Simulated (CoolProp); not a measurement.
Model: reference Helmholtz-energy equation of state, Lemmon 2006, in CoolProp. It is a short technical equation, of lower accuracy than the large ones.

**Question.** For n-nonane, give the phase and the density (kg/m³), viscosity (µPa s), Prandtl number, fugacity coefficient at 600 K and 1140 kPa; 600 K and 3800 kPa; 600 K and 4180 kPa.

**Answer.** 
- 600 K and 1140 kPa: gas; density 36.5, viscosity 11.1, Prandtl number 0.777, fugacity coefficient 0.834
- 600 K and 3800 kPa: supercritical; density 392, viscosity 52.2, Prandtl number 2.76, fugacity coefficient 0.453
- 600 K and 4180 kPa: supercritical; density 401, viscosity 54.9, Prandtl number 2.78, fugacity coefficient 0.422

Viscosity comes from a separate model (Huber 2004). Thermal conductivity comes from a separate model (Huber 2005).
